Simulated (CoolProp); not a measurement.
Computed with CoolProp (reference Helmholtz-energy equation of state, Gao 2016).

Question: For sulfur dioxide, give the phase and the cp (kJ/(kg K)) at 226.2 K and 3900 kPa; 272.7 K and 81.8 kPa.

Answer: 
- 226.2 K and 3900 kPa: liquid; cp 1.36
- 272.7 K and 81.8 kPa: gas; cp 0.640
